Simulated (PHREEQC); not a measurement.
NaOH is added in steps, without added water, to 1 kg of water holding 1.1 mmol/kgw NaH2PO4 and 7.2 mmol/kgw HNO3, at 25 °C. O2 is buffered at 0.21 atm. CO2 from the air is kept out. No solid was allowed to form.

Base run: PHREEQC, ion-association model, wateq4f.dat. Each further column changes one thing. The table gives HPO4-2 (mol/kgw).

| NaOH added (mol) | base | all activity coefficients set to 1 | Davies equation for every ion | database phreeqc.dat | metal-ligand complexes left out |
|---|---|---|---|---|---|
| 0 | 7.94e-9 | 5.19e-9 | 8.11e-9 | 7.94e-9 | 7.94e-9 |
| 0.000625 | 9.10e-9 | 5.97e-9 | 9.29e-9 | 9.10e-9 | 9.10e-9 |
| 0.001875 | 1.24e-8 | 8.18e-9 | 1.26e-8 | 1.24e-8 | 1.24e-8 |
| 0.0025 | 1.47e-8 | 9.81e-9 | 1.50e-8 | 1.47e-8 | 1.47e-8 |
| 0.00375 | 2.24e-8 | 1.51e-8 | 2.28e-8 | 2.24e-8 | 2.24e-8 |
| 0.004375 | 2.90e-8 | 1.97e-8 | 2.95e-8 | 2.90e-8 | 2.90e-8 |
| 0.005625 | 5.91e-8 | 4.08e-8 | 6.01e-8 | 5.91e-8 | 5.91e-8 |
| 0.00625 | 1.05e-7 | 7.33e-8 | 1.07e-7 | 1.05e-7 | 1.05e-7 |
| 0.0075 | 0.000297 | 0.000295 | 0.000297 | 0.000297 | 0.000300 |
| 0.008125 | 0.000913 | 0.000908 | 0.000913 | 0.000913 | 0.000924 |
| 0.009375 | 0.00102 | 0.00103 | 0.00102 | 0.00101 | 0.00103 |
| 0.01 | 0.000978 | 0.00100 | 0.000976 | 0.000976 | 0.000990 |

H3PO4, which wateq4f.dat lacks, is added to it with the constant of phreeqc.dat.  phreeqc.dat and wateq4f.dat share most of their constants, so their agreement is no independent check.
